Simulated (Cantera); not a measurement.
What does this Cantera script print?

```python
import numpy as np
import cantera as ct

gas_names = [...]  # 95 gases of nasa_gas.yaml made of C, F, H
cond_names = """
    C(gr) C6H6(L) C7H8(L) C8H18(L),n-octa
""".split()


# ... load() reads the species with a 1 bar reference pressure and builds the phases ...
atoms = {
    'c-C4F8': {'C': 4, 'F': 8},
    'F2': {'F': 2},
    'H2': {'H': 2},
}
top_T = {'C(gr)': 4500}  # K; cautious upper limits of use, not melting points


# ... equilibrate(T, P, feed) seeds the gas with the atoms and calls Mixture.equilibrate('TP', solver="vcs", rtol=1e-11, max_steps=5000) ...
results = []
T = 3523.15  # K
P = 133.322  # Pa
for m in [0.23, 0.58, 0.93, 1.3, 1.6, 2, 2.3, 2.7, 3, 3.4, 3.7, 4.1]:
    feed = {'c-C4F8': 1, 'F2': 2, 'H2': m}  # mol
    mix = equilibrate(T, P, feed)
    results.append((T, P, feed, dict(zip(mix.species_names, mix.species_moles))))
    x = sorted(zip(gas.X, gas.species_names), reverse=True)
    print(f"T = {T:g} K  P = {P:g} Pa  n(H2) = {m:g} mol  gas = {mix.phase_moles(0):.4g} mol")
    print("   x: " + "  ".join(f"{s} {v:.3e}" for v, s in x if v > 0.001))
    print("   condensed (mol): " + ("  ".join(f"{mix.phase(i).name} {mix.phase_moles(i):.4g}"
          for i in range(1, mix.n_phases) if mix.phase_moles(i) > 1e-12) or "none"))
```

Result:

```
T = 3523.15 K  P = 133.322 Pa  n(H2) = 0.23 mol  gas = 15.64 mol
   x: F 7.477e-01  C 1.840e-01  H 2.481e-02  CF 1.514e-02  C2 1.459e-02  C3 9.126e-03  HF 4.597e-03
   condensed (mol): none
T = 3523.15 K  P = 133.322 Pa  n(H2) = 0.58 mol  gas = 16.26 mol
   x: F 7.133e-01  C 1.790e-01  H 6.059e-02  CF 1.405e-02  C2 1.381e-02  HF 1.071e-02  C3 8.404e-03
   condensed (mol): none
T = 3523.15 K  P = 133.322 Pa  n(H2) = 0.93 mol  gas = 16.88 mol
   x: F 6.817e-01  C 1.743e-01  H 9.415e-02  HF 1.591e-02  C2 1.309e-02  CF 1.307e-02  C3 7.750e-03
   condensed (mol): none
T = 3523.15 K  P = 133.322 Pa  n(H2) = 1.3 mol  gas = 17.55 mol
   x: F 6.508e-01  C 1.695e-01  H 1.274e-01  HF 2.055e-02  C2 1.237e-02  CF 1.214e-02  C3 7.125e-03
   condensed (mol): none
T = 3523.15 K  P = 133.322 Pa  n(H2) = 1.6 mol  gas = 18.1 mol
   x: F 6.276e-01  C 1.657e-01  H 1.528e-01  HF 2.377e-02  C2 1.183e-02  CF 1.145e-02  C3 6.664e-03
   condensed (mol): none
T = 3523.15 K  P = 133.322 Pa  n(H2) = 2 mol  gas = 18.84 mol
   x: F 5.990e-01  H 1.846e-01  C 1.609e-01  HF 2.741e-02  C2 1.116e-02  CF 1.061e-02  C3 6.104e-03
   condensed (mol): none
T = 3523.15 K  P = 133.322 Pa  n(H2) = 2.3 mol  gas = 19.39 mol
   x: F 5.790e-01  H 2.071e-01  C 1.575e-01  HF 2.972e-02  C2 1.069e-02  CF 1.004e-02  C3 5.722e-03
   condensed (mol): none
T = 3523.15 K  P = 133.322 Pa  n(H2) = 2.7 mol  gas = 20.14 mol
   x: F 5.542e-01  H 2.354e-01  C 1.531e-01  HF 3.233e-02  C2 1.010e-02  CF 9.339e-03  C3 5.259e-03
   condensed (mol): none
T = 3523.15 K  P = 133.322 Pa  n(H2) = 3 mol  gas = 20.7 mol
   x: F 5.369e-01  H 2.554e-01  C 1.500e-01  HF 3.398e-02  C2 9.694e-03  CF 8.861e-03  C3 4.942e-03
   condensed (mol): none
T = 3523.15 K  P = 133.322 Pa  n(H2) = 3.4 mol  gas = 21.45 mol
   x: F 5.153e-01  H 2.805e-01  C 1.460e-01  HF 3.583e-02  C2 9.182e-03  CF 8.277e-03  C3 4.556e-03
   condensed (mol): none
T = 3523.15 K  P = 133.322 Pa  n(H2) = 3.7 mol  gas = 22.02 mol
   x: F 5.001e-01  H 2.984e-01  C 1.431e-01  HF 3.699e-02  C2 8.823e-03  CF 7.875e-03  C3 4.291e-03
   condensed (mol): none
T = 3523.15 K  P = 133.322 Pa  n(H2) = 4.1 mol  gas = 22.78 mol
   x: F 4.812e-01  H 3.209e-01  C 1.394e-01  HF 3.828e-02  C2 8.374e-03  CF 7.382e-03  C3 3.968e-03
   condensed (mol): none
```

Cantera equilibrium calculation (NASA polynomials, part measured and part estimated; ideal gas, pure solids and liquids). The feed counts by its element totals alone.
